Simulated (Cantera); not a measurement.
A closed system holds: 1 mol SiC, 1.5 mol O₂, 4.8 mol H₂, at 1400 Pa.

Equilibrium computed with Cantera from the NASA thermochemical tables; the gas is ideal and each condensed phase is pure. Candidate condensed phases: C, C₆H₆, C₇H₈, C₈H₁₈, H₂O, Si, SiC, SiO₂; 123 gas species. Equilibrium is a limit: real reactors are often held back by kinetics, nucleation or transport.

**Question.** At 998 K, list the 5 most abundant gas species with their mole fractions, and the condensed phases.

**Answer.** H₂ 0.827, CO 0.171, CH₄ 0.000933, H₂O 0.000810, CO₂ 0.000243. Condensed: C(graphite) + SiO₂(β-quartz).
